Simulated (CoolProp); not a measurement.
A closed Brayton cycle with dry air: compressor inlet 326.15 K and 1.9 MPa, high pressure 6.11 MPa, turbine inlet 745 K, compressor efficiency 0.85, turbine efficiency 0.93, recuperator effectiveness 0.8 (on enthalpy, no pinch check). Each further row changes one setting.

Computed with CoolProp (reference Helmholtz-energy equation of state, Lemmon 2000). It is a pseudo-pure fit of the blend.

```json
[
 {"case": "as stated", "thermal efficiency (%)": "21.7", "net work (kJ/kg)": "47.9", "compressor to turbine work": "0.76", "compressor exit (K)": "477.9", "turbine exit (K)": "556.9"},
 {"case": "turbine inlet 695 K", "thermal efficiency (%)": "17.1", "net work (kJ/kg)": "…", "compressor to turbine work": "0.82", "compressor exit (K)": "477.9", "turbine exit (K)": "517.9"},
 {"case": "compressor inlet 336.15 K", "thermal efficiency (%)": "19.8", "net work (kJ/kg)": "…", "compressor to turbine work": "…", "compressor exit (K)": "492.2", "turbine exit (K)": "556.9"},
 {"case": "high pressure 5.19 MPa", "thermal efficiency (%)": "23.4", "net work (kJ/kg)": "48.2", "compressor to turbine work": "…", "compressor exit (K)": "453.7", "turbine exit (K)": "580.2"},
 {"case": "recuperator effectiveness 0.5", "thermal efficiency (%)": "…", "net work (kJ/kg)": "47.9", "compressor to turbine work": "0.76", "compressor exit (K)": "477.9", "turbine exit (K)": "556.9"}
]
```

Task: Fill in the missing entries.

Result: 
- turbine inlet 695 K, net work (kJ/kg): 34.1
- compressor inlet 336.15 K, net work (kJ/kg): 43.1
- compressor inlet 336.15 K, compressor to turbine work: 0.79
- high pressure 5.19 MPa, compressor to turbine work: 0.73
- recuperator effectiveness 0.5, thermal efficiency (%): 19.5
